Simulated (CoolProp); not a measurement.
Model: reference Helmholtz-energy equation of state, Lemmon 2013, in CoolProp.

**Question.** For propylene, give the phase and the density (kg/m³), cp (kJ/(kg K)) at 183.65 °C and 39.6 bar.

**Answer.** 
- 183.65 °C and 39.6 bar: gas; density 51.5, cp 2.37
